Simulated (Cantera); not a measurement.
Feed: 1 mol AlCl3, 2.5 mol H2O, 2.5 mol N2, equilibrated at 2125 K and 0.133 bar.

Cantera equilibrium calculation (NASA polynomials, part measured and part estimated; ideal gas, pure solids and liquids). Candidate condensed phases: Al, AlCl3, AlN, Al2O3, H2O, NH4Cl; 45 gas species. Gases not in the tables: Al(OH)3. The numbers say what is thermodynamically allowed, not how fast it happens.

Base state: HCl 0.428, N2 0.379, H2O 0.149, Cl 0.0260, H2 0.0144, OH 0.00153, H 0.00119, O2 0.000393 (mole fractions); condensed: Al2O3(s).

### Question
What changes in the equilibrium state with this change: temperature from 2125 K to 1848.15 K?

### Answer
```
species          before     after
-------------  --------  --------
HCl               0.428     0.452
N2                0.379     0.383
H2O               0.149     0.153
Cl               0.0260   0.00771
H2               0.0144   0.00419
AlCl3           3.75e-5   1.23e-5
AlOCl           2.85e-5   7.11e-7
O               8.97e-5   4.32e-6
H               0.00119   9.41e-5
OH              0.00153  0.000252
O2             0.000393   6.93e-5
Al2O3(s), mol     0.500     0.500
```
